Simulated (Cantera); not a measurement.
An isothermal, constant-pressure homogeneous reactor starts with NO : N2 = 1 : 1.2 (molar parts), at 1498 K and 0.550 bar. Integrator tolerance rtol = 1e-08.

Cantera simulation using GRI-Mech 3.0 (53 species, 325 reactions); the numbers are that mechanism's predictions, not measurements.

What does this change do: temperature 1498 to 1600 K?


| quantity | before | after |
|---|---|---|
| x(NO) at 10.0 s | 0.435 (gas-phase equilibrium 0.00125) | 0.392 (gas-phase equilibrium 0.00200) |
| x(O) at 10.0 s | 6.02e-7 (gas-phase equilibrium 2.55e-6) | 3.67e-6 (gas-phase equilibrium 9.36e-6) |
| x(O2) at 10.0 s | 0.00955 (gas-phase equilibrium 0.227) | 0.0307 (gas-phase equilibrium 0.226) |
| x(N2O) at 10.0 s | 6.19e-5 (gas-phase equilibrium 5.64e-8) | 5.44e-5 (gas-phase equilibrium 8.75e-8) |
| x(NO2) at 10.0 s | 0.000403 (gas-phase equilibrium 5.18e-6) | 0.000460 (gas-phase equilibrium 6.17e-6) |
| x(N2) at 10.0 s | 0.555 (gas-phase equilibrium 0.772) | 0.576 (gas-phase equilibrium 0.772) |
